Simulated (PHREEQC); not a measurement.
0.016 g of hydrous ferric oxide (600 m²/g; 0.2 weak and 0.005 strong sites per Fe, Dzombak-Morel constants, diffuse double layer) in 1 kg of water with 0.001 mol/kgw of an inert sodium salt and 5.3e-05 mol/kgw ZnSO4 and 4.2e-05 mol/kgw Na2HAsO4, at 25 °C; the pH is set by adding NaOH or the inert anion's acid. Oxygen is held at 0.21 atm. The system is closed to CO2. No solid was allowed to form.

Computed with PHREEQC (ion-association model, wateq4f.dat).

Predict Zn sorbed (%), As sorbed (%), surface charge σ (C/m²), surface potential ψ (mV) at pH = 4.67, 8, 9.33, 11.33.


| pH | Zn sorbed (%) | As sorbed (%) | surface charge σ (C/m²) | surface potential ψ (mV) |
|---|---|---|---|---|
| 4.67 | 0.1 | 74.3 | 0.003 | 32 |
| 8 | 48.1 | 25.2 | -0.002 | -22 |
| 9.33 | 51.0 | 21.8 | -0.004 | -47 |
| 11.33 | 34.8 | 7.5 | -0.029 | -109 |

Along this series the solution becomes supersaturated in solids that the run did not let form, among them Zincite(c). The database has no arsenate complexes of Zn.
